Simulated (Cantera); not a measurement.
Input: 1 mol SiH₂Cl₂, 0.11 mol NO, 77 mol H₂, 0.099 mol O₂, equilibrated at 1923.15 K and 1.33 mbar.

Method: chemical equilibrium by Gibbs-energy minimisation in Cantera with the NASA 1993 tables (ideal gas, pure condensed phases). Candidate condensed phases: H₂O, NH₄Cl, Si, SiO₂, Si₂N₂O, Si₃N₄; 47 gas species. The tables' values for SiCl are old estimates; treat these amounts as uncertain. Gases not in the tables: Si₂H₆ and higher silanes. The numbers say what is thermodynamically allowed, not how fast it happens.

Base state: H₂ 0.939, H 0.0250, HCl 0.0224, Si 0.00716, SiO 0.00380, SiCl₂ 0.000789, N₂ 0.000677, Cl 0.000449 (mole fractions); condensed: gas only.

Question: What changes in the equilibrium state with this change: temperature from 1923.15 K to 975 K?

Answer: 
```json
[
 {"species": "H₂", "before": "0.939", "after": "0.980"},
 {"species": "HCl", "before": "0.0224", "after": "0.0172"},
 {"species": "SiCl₄", "before": "<1e-9", "after": "0.00135"},
 {"species": "H", "before": "0.0250", "after": "3.10e-8"},
 {"species": "Si", "before": "0.00716", "after": "<1e-9"},
 {"species": "N₂", "before": "0.000677", "after": "<1e-9"},
 {"species": "Cl", "before": "0.000449", "after": "<1e-9"},
 {"species": "Si(s), mol", "before": "0", "after": "0.571"},
 {"species": "SiO₂(β-quartz), mol", "before": "0", "after": "0.126"},
 {"species": "Si₂N₂O(s), mol", "before": "0", "after": "0.0550"}
]
```
The tables' values for SiCl₃ are old estimates; treat these amounts as uncertain.
